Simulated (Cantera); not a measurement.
Charge: 1 mol Si, 3.8 mol HCl, 12 mol H₂, at 1225 °C and 100 Torr.

Method: chemical equilibrium by Gibbs-energy minimisation in Cantera with the NASA 1993 tables (ideal gas, pure condensed phases). Candidate condensed phases: Si; 19 gas species. The tables' values for SiCl₃ are old estimates; treat these amounts as uncertain. The numbers say what is thermodynamically allowed, not how fast it happens.

Question: What is the equilibrium state?

Answer: 
```json
{
  "x(H₂)": "0.828",
  "x(HCl)": "0.113",
  "x(SiCl₂)": "0.0494",
  "x(SiCl₃)": "0.00565",
  "x(SiCl₄)": "0.00206",
  "x(SiHCl₃)": "0.00156",
  "x(SiH₂Cl₂)": "0.000186",
  "x(H)": "4.28e-5",
  "x(SiH₃Cl)": "6.55e-6",
  "n(Si(s))": "0.0756 mol",
  "gas_amount": "15.70 mol"
}
```
